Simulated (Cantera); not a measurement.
An adiabatic, constant-pressure homogeneous reactor starts with 12.1 % CH4, 16.1 % O2, 60.7 % N2, 11.1 % CO2, equivalence ratio 1.5, at 1725 K and 500000 Pa.

Model: GRI-Mech 3.0 (53 species, 325 reactions), integrated in Cantera.

One state of this run: T (K) = 2758; x CH4 = <1e-12; x O2 = 0.00182; x CO2 = 0.0909; x HCN = 3.42e-8; x CO = 0.122; x H2 = 0.0350. x: mole fraction; the columns are a selection and need not sum to one.

### Question
Which value of t (s) does it belong to?
A) 5.98e-5
B) 0.776
C) 2.32e-5
D) 9.00e-6

### Answer
B, 0.776
